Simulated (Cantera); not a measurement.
A closed system holds: 1 mol PbO, 2.2 mol CO, 6.4 mol H₂, at 1.00 bar.

Equilibrium computed with Cantera from the NASA thermochemical tables; the gas is ideal and each condensed phase is pure. Candidate condensed phases: C, C₆H₆, C₇H₈, C₈H₁₈, H₂O, Pb, PbO, PbO₂, Pb₃O₄; 113 gas species. Gases not in the tables: (PbO)n polymers. Equilibrium is a limit: real reactors are often held back by kinetics, nucleation or transport.

Task: Which condensed phases are stable at each of these points (T (°C)): 877, 977, 1077, 1177, 1277, 1377, 1477, 1577, 1677, 1777, 1877?

Result: 
```json
[
 {"T (°C)": "877", "condensed phases": "Pb(l)", "Pb condensed (%)": "99.8"},
 {"T (°C)": "977", "condensed phases": "Pb(l)", "Pb condensed (%)": "98.8"},
 {"T (°C)": "1077", "condensed phases": "Pb(l)", "Pb condensed (%)": "95.8"},
 {"T (°C)": "1177", "condensed phases": "Pb(l)", "Pb condensed (%)": "87.0"},
 {"T (°C)": "1277", "condensed phases": "Pb(l)", "Pb condensed (%)": "64.9"},
 {"T (°C)": "1377", "condensed phases": "Pb(l)", "Pb condensed (%)": "13.5"},
 {"T (°C)": "1477", "condensed phases": "gas only", "Pb condensed (%)": "0.0"},
 {"T (°C)": "1577", "condensed phases": "gas only", "Pb condensed (%)": "0.0"},
 {"T (°C)": "1677", "condensed phases": "gas only", "Pb condensed (%)": "0.0"},
 {"T (°C)": "1777", "condensed phases": "gas only", "Pb condensed (%)": "0.0"},
 {"T (°C)": "1877", "condensed phases": "gas only", "Pb condensed (%)": "0.0"}
]
```

From 877 °C to 1377 °C the condensed part is Pb(l). From 1477 °C to 1877 °C nothing is condensed.
